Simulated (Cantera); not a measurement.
Mixture: 6.64 % CH₄, 0.995 % H₂, 19.4 % O₂, 73.0 % N₂, equivalence ratio 0.71, at 500000 Pa, adiabatic and at constant volume. Ignition delay is the time to a rise of 400 K.

Model: GRI-Mech 3.0 (53 species, 325 reactions), integrated in Cantera.

Predict: delay at 1050 K; delay at 1150 K; delay at 1250 K; delay at 1350 K; delay at 1450 K; apparent activation energy between 1350 and 1450 K.


```
Quantity                                                 Value
--------------------------------------------------  ----------
delay at 1050 K                                        10.2 ms
delay at 1150 K                                        3.13 ms
delay at 1250 K                                        1.24 ms
delay at 1350 K                                       0.511 ms
delay at 1450 K                                       0.217 ms
apparent activation energy between 1350 and 1450 K  140 kJ/mol
```
